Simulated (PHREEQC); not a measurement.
## Silver or lead bath: speciation

Solution (20 °C): 4.9 mmol/kgw PbCl2 and 62 mmol/kgw Na2SO4. Closed to the air; pH follows from the charge balance.

All values are PHREEQC results (ion-association model, wateq4f.dat), not measurements.

```
Property               Result
--------------  -------------
pH                       5.75
ionic strength  0.169 mol/kgw
```

```json
[
 {"species": "Na+", "molality": "0.115", "activity": "0.0871", "log γ": "-0.122"},
 {"species": "SO4-2", "molality": "0.0490", "activity": "0.0154", "log γ": "-0.503"},
 {"species": "Cl-", "molality": "0.00968", "activity": "0.00704", "log γ": "-0.139"},
 {"species": "NaSO4-", "molality": "0.00857", "activity": "0.00650", "log γ": "-0.120"},
 {"species": "PbSO4", "molality": "0.00294", "activity": "0.00305", "log γ": "0.017"},
 {"species": "Pb+2", "molality": "0.00108", "activity": "0.000353", "log γ": "-0.487"},
 {"species": "Pb(SO4)2-2", "molality": "0.000755", "activity": "0.000246", "log γ": "-0.487"},
 {"species": "PbCl+", "molality": "0.000116", "activity": "8.73e-5", "log γ": "-0.122"},
 {"species": "PbOH+", "molality": "5.08e-6", "activity": "3.84e-6", "log γ": "-0.122"},
 {"species": "HSO4-", "molality": "3.24e-6", "activity": "2.40e-6", "log γ": "-0.129"},
 {"species": "H+", "molality": "2.22e-6", "activity": "1.79e-6", "log γ": "-0.094"},
 {"species": "PbCl2", "molality": "1.03e-6", "activity": "1.07e-6", "log γ": "0.017"},
 {"species": "Pb2OH+3", "molality": "3.77e-7", "activity": "3.04e-8", "log γ": "-1.095"},
 {"species": "PbCl3-", "molality": "7.67e-9", "activity": "5.80e-9", "log γ": "-0.122"},
 {"species": "OH-", "molality": "5.23e-9", "activity": "3.78e-9", "log γ": "-0.141"}
]
```

Precipitation was switched off in this run. The solution is supersaturated, for example in Anglesite, Larnakite, so a real one may precipitate; this is no full list.
